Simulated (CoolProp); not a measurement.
Computed with CoolProp (reference Helmholtz-energy equation of state, Gao 2022).

**Question.** For n-perfluorohexane, give the phase and the cp (kJ/(kg K)), cv (kJ/(kg K)), isothermal compressibility (1/MPa), fugacity coefficient at 11.45 °C and 0.101 MPa; 33.35 °C and 0.101 MPa.

**Answer.** 
- 11.45 °C and 0.101 MPa: liquid; cp 1.03, cv 0.833, isothermal compressibility 0.00236, fugacity coefficient 0.154
- 33.35 °C and 0.101 MPa: liquid; cp 1.06, cv 0.864, isothermal compressibility 0.00306, fugacity coefficient 0.403
